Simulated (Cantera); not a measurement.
**Thermodynamics of silicon nitride deposition, feed SiH4 + N2**

Feed: 1 mol SiH4, 64 mol N2, at 540 Pa.

These are equilibrium values from Cantera (NASA tables, ideal gas, pure condensed phases), not measurements of a reactor. Candidate condensed phases: Si, Si3N4; 18 gas species. N2 is the only nitrogen source here; it is nearly inert below about 1500 K, so the nitride shown seldom forms there in practice. The tables' values for SiN are old estimates; treat these amounts as uncertain. The numbers say what is thermodynamically allowed, not how fast it happens.

```tsv
T (°C)	x N2	x H2	x Si	x H	x Si2N	x SiN	x SiH	x Si2	n Si3N4(s)	n Si(l)
750	0.969	0.0306	<1e-12	9.86e-9	<1e-12	<1e-12	<1e-12	<1e-12	0.333	0
850	0.969	0.0306	<1e-12	1.01e-7	<1e-12	<1e-12	<1e-12	<1e-12	0.333	0
950	0.969	0.0306	<1e-12	7.16e-7	<1e-12	<1e-12	<1e-12	<1e-12	0.333	0
1050	0.969	0.0306	5.09e-11	3.78e-6	<1e-12	1.11e-11	4.80e-12	<1e-12	0.333	0
1150	0.969	0.0306	4.23e-9	1.58e-5	1.13e-11	5.56e-10	2.44e-10	<1e-12	0.333	0
1250	0.969	0.0306	1.95e-7	5.50e-5	1.49e-9	1.65e-8	7.33e-9	1.72e-11	0.333	0
1350	0.969	0.0305	5.58e-6	0.000164	1.06e-7	3.19e-7	1.44e-7	3.08e-9	0.333	0
1450	0.969	0.0304	0.000107	0.000433	4.51e-6	4.36e-6	1.98e-6	2.99e-7	0.331	0
1550	0.968	0.0297	0.000819	0.00102	3.84e-5	2.45e-5	1.11e-5	5.30e-6	0	0.937
1650	0.965	0.0291	0.00314	0.00219	0.000101	7.15e-5	3.22e-5	2.68e-5	0	0.767
```
x: gas mole fraction; n: condensed amount in mol.

From 750 °C to 1450 °C the condensed part is Si3N4(s). From 1550 °C to 1650 °C the condensed part is Si(l).
